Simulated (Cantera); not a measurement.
A closed system holds: 1 mol BaF2, 0.23 mol H2O, 3.6 mol N2, 0.82 mol HF, at 1423.15 K and 0.130 bar.

Cantera equilibrium calculation (NASA polynomials, part measured and part estimated; ideal gas, pure solids and liquids). Candidate condensed phases: Ba, BaF2, BaO, Ba(OH)2, H2O; 45 gas species. Kinetics and transport are ignored.

Base state: N2 0.774, HF 0.176, H2O 0.0494, BaF2 5.08e-5, H2 2.77e-5, O2 1.01e-5 (mole fractions); condensed: BaF2(s).

Task: What changes in the equilibrium state with this change: 0.2 mol NH3 added?

Result: 
```tsv
species	before	after
N2	0.774	0.733
HF	0.176	0.162
H2	2.77e-5	0.0594
H2O	0.0494	0.0455
BaF2	5.08e-5	5.08e-5
O2	1.01e-5	<1e-9
BaF2(s), mol	1.000	1.000
```
